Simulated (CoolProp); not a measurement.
Computed with CoolProp (reference Helmholtz-energy equation of state, Lemmon 2006). It is a short technical equation, of lower accuracy than the large ones.

Problem. Give the vapour pressure (bar), liquid density (kg/m³), vapour density (kg/m³), liquid cp (kJ/(kg K)) of saturated toluene at 164.05, 195.75 °C.

Solution. 
| T (°C) | p (bar) | liquid density (kg/m³) | vapour density (kg/m³) | liquid cp (kJ/(kg K)) |
|---|---|---|---|---|
| 164.05 | 3.74 | 721 | 10.6 | 2.22 |
| 195.75 | 6.95 | 682 | 19.4 | 2.36 |
